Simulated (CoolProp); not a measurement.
Vapour-liquid equilibrium of R22 (1) + R123 (2) at 283.8 K; x and y are mole fractions of (1).

Model: multi-fluid Helmholtz-energy mixture model, Kamei 1995 and Younglove 1994; pair parameters Bell 2016, in CoolProp.

```json
[
 {"x": "0.05", "bubble pressure (MPa)": "0.08031", "y at the bubble point": "0.377", "dew pressure at overall composition x (MPa)": "…", "liquid density (mol/L)": "9.985"},
 {"x": "0.2", "bubble pressure (MPa)": "0.1727", "y at the bubble point": "0.747", "dew pressure at overall composition x (MPa)": "…", "liquid density (mol/L)": "10.54"},
 {"x": "0.35", "bubble pressure (MPa)": "0.2702", "y at the bubble point": "0.864", "dew pressure at overall composition x (MPa)": "0.07731", "liquid density (mol/L)": "11.14"},
 {"x": "0.5", "bubble pressure (MPa)": "0.3676", "y at the bubble point": "0.919", "dew pressure at overall composition x (MPa)": "0.09769", "liquid density (mol/L)": "…"},
 {"x": "0.65", "bubble pressure (MPa)": "0.4631", "y at the bubble point": "0.952", "dew pressure at overall composition x (MPa)": "0.1326", "liquid density (mol/L)": "12.50"},
 {"x": "0.8", "bubble pressure (MPa)": "0.5587", "y at the bubble point": "0.975", "dew pressure at overall composition x (MPa)": "0.2065", "liquid density (mol/L)": "13.26"},
 {"x": "0.95", "bubble pressure (MPa)": "0.6589", "y at the bubble point": "0.994", "dew pressure at overall composition x (MPa)": "0.4564", "liquid density (mol/L)": "14.10"}
]
```

**Question.** What belongs in the gaps?

**Answer.** 
- 0.05, dew pressure at overall composition x (MPa): 0.05452
- 0.2, dew pressure at overall composition x (MPa): 0.06395
- 0.5, liquid density (mol/L): 11.79

No azeotrope shows between x = 0.05 and 0.95.

The pair parameters rest on a limited set of measurements; away from them the model extrapolates.
